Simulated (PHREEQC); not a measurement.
Solution A (0.073 mol NH4Br, 0.011 mol Rb2SO4 and 0.00072 mol NaHCO3 per kg of water) is mixed with solution B (0.0048 mol RbOH per kg of water) at 82 °C; shares are by mass of water, 1 kg in all. Oxygen is held at 0.21 atm. CO2 from the air is kept out. The run lets Mirabilite, Nahcolite, Natron precipitate or redissolve, and no other solid.

The series has 11 steps of share of solution B, from 0 to 1.

Model: ion-association model, wateq4f.dat, run in PHREEQC.

### Question
Between which two steps does the pH jump most, and from what to what?

### Answer
Between share of solution B = 0.9 and 1: from 8.00 to 10.22.

Complexes and solids missing from the database can't appear. Away from 25 °C the constants follow the database's enthalpies or fits; those with neither stay at their 25 °C values.
